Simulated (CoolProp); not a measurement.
Properties of ethylene along the isobar 205 bar (Tc = 282.4 K, pc = 50.42 bar, ω = 0.087).

Computed with CoolProp (reference Helmholtz-energy equation of state, Smukala 2000).

| T (K) | phase | cv (kJ/(kg K)) | speed of sound (m/s) |
|---|---|---|---|
| 274.5 | liquid | 1.395 | 820.3 |
| 286.2 | supercritical | 1.418 | 756.6 |
| 297.9 | supercritical | 1.445 | 696.4 |
| 309.6 | supercritical | 1.475 | 640.4 |
| 321.3 | supercritical | 1.506 | 589.8 |
| 333 | supercritical | 1.538 | 545.7 |
| 344.7 | supercritical | 1.571 | 508.9 |
| 356.4 | supercritical | 1.604 | 479.8 |
| 368.1 | supercritical | … | 457.8 |
| 379.8 | supercritical | 1.668 | … |
| 391.5 | supercritical | 1.700 | 432.2 |
| 403.2 | supercritical | 1.732 | 426.1 |
| 414.9 | supercritical | … | 423.2 |
| 426.6 | supercritical | 1.796 | 422.4 |
| 438.3 | supercritical | 1.828 | 423.3 |
| 450 | supercritical | 1.861 | 425.4 |

### Question
What belongs in the gaps?

### Answer

- 368.1, cv (kJ/(kg K)): 1.636
- 379.8, speed of sound (m/s): 442.3
- 414.9, cv (kJ/(kg K)): 1.764
